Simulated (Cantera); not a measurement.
A perfectly stirred reactor is fed with CH₄ : C₂H₆ : C₃H₈ : O₂ : N₂ : H₂ = 1 : 0.16 : 0.24 : 6.84 : 25.7 : 0.18 (molar parts), at 0.560 bar; it is adiabatic with a 773 K inlet, and is followed from long to short residence time, starting on the burning branch (τ in s: 0.043, 0.019, 0.0084, 0.0037, 0.0017, 0.00074, 0.00033, 0.00015, 6.4e-05, 2.9e-05, 1.3e-05, 5.6e-06).

Model: GRI-Mech 3.0 (53 species, 325 reactions), integrated in Cantera. GRI-Mech 3.0 was tuned for natural gas; its chemistry of propane as a main component is partial and can be far from experiment.

### Question
Predict: blow-out, bracketed by the residence times tried; x(CH₄) at τ = 43.0 ms; x(C₂H₆) at τ = 43.0 ms; x(C₃H₈) at τ = 43.0 ms; x(CH₂CO) at τ = 43.0 ms; x(HCN) at τ = 43.0 ms; x(CH₄) at τ = 0.330 ms; x(C₂H₆) at τ = 0.330 ms; x(C₃H₈) at τ = 0.330 ms; x(CH₂CO) at τ = 0.330 ms; x(HCN) at τ = 0.330 ms.

### Answer
| Item | Value |
|---|---|
| blow-out, bracketed by the residence times tried | burning at 0.150 ms, out at 64.0 µs |
| x(CH₄) at τ = 43.0 ms | 5.29e-6 |
| x(C₂H₆) at τ = 43.0 ms | 1.79e-7 |
| x(C₃H₈) at τ = 43.0 ms | 2.68e-7 |
| x(CH₂CO) at τ = 43.0 ms | 7.83e-7 |
| x(HCN) at τ = 43.0 ms | 1.21e-8 |
| x(CH₄) at τ = 0.330 ms | 0.000215 |
| x(C₂H₆) at τ = 0.330 ms | 8.55e-6 |
| x(C₃H₈) at τ = 0.330 ms | 1.12e-5 |
| x(CH₂CO) at τ = 0.330 ms | 1.68e-5 |
| x(HCN) at τ = 0.330 ms | 7.64e-8 |
